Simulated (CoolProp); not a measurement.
Saturation properties of carbon dioxide.

Model: reference Helmholtz-energy equation of state, Span 1996, in CoolProp.

```tsv
T (K)	p (MPa)	liquid viscosity (µPa s)	vapour viscosity (µPa s)
222.1	0.6537	231	11.2
224.8	0.7292	221	(withheld)
227.5	0.8111	211	11.4
230.1	0.8963	203	11.6
232.8	0.9916	194	11.7
235.4	1.090	186	11.9
238.1	1.200	178	12.0
240.7	1.314	171	12.2
243.4	1.440	163	12.3
246	1.569	157	12.5
248.7	(withheld)	150	12.6
251.3	1.860	144	(withheld)
254	2.022	138	13.0
256.6	2.187	132	13.2
```

Problem. Complete the blanks.

Solution. 
- 224.8, vapour viscosity (µPa s): 11.3
- 248.7, p (MPa): 1.713
- 251.3, vapour viscosity (µPa s): 12.8

Viscosity comes from a separate model (Laesecke 2017).
